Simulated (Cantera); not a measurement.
# Thermodynamics of aluminium nitride and oxide growth, feed Al(CH3)3 + N2O + H2

A closed system holds: 1 mol Al(CH3)3, 39 mol N2O, 2.3 mol H2, at 1500 K and 86.0 Pa.

Equilibrium computed with Cantera from the NASA thermochemical tables; the gas is ideal and each condensed phase is pure. Candidate condensed phases: Al, AlN, Al2O3, C, C6H6, C7H8, C8H18, H2O; 148 gas species. The feed counts by its element totals alone. The numbers say what is thermodynamically allowed, not how fast it happens.

The x(N2) comes out as 0.637. The x(O2) is 0.201 and the x(H2O) comes out as 0.111. The x(CO2) comes out as 0.0490 and the x(NO) is 0.00108. The x(OH) comes out as 0.000476, the x(O) is 6.20e-5 and the x(CO) is 1.82e-5. The x(H2) is 1.60e-5. The n(Al2O3(s)) is 0.500 mol and the gas amount comes out as 61.16 mol. The log10 activity of C(graphite) (absent) is -14.41 and the log10 activity of Al(l) (absent) is -18.01.
